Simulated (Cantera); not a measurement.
An isothermal plug-flow reactor at 700 K and 1.01 bar (inlet), inlet velocity 1.7 m/s, active area per volume 820 1/m; feed H₂ : O₂ : N₂ = 0.017 : 0.14 : 0.79 (molar parts).

Cantera simulation using Deutschmann's 1995 Pt surface mechanism with GRI-Mech 3.0 gas chemistry; the numbers are that mechanism's predictions, not measurements. Catalytic surfaces can have several steady states; this one follows from the mechanism file's or the stated starting coverage. Mass transfer to the wall is taken as infinitely fast.

**Question.** Predict: x(H₂) at z = 0.02 m; x(O₂) at z = 0.02 m; x(H₂O) at z = 0.02 m; θ(free Pt) at the exit; θ(O*) at the exit; θ(OH*) at the exit.

**Answer.** 
```
Item                      Result
----------------------  --------
x(H₂) at z = 0.02 m     0.000111
x(O₂) at z = 0.02 m        0.140
x(H₂O) at z = 0.02 m      0.0180
θ(free Pt) at the exit   0.00717
θ(O*) at the exit          0.991
θ(OH*) at the exit       0.00223
```
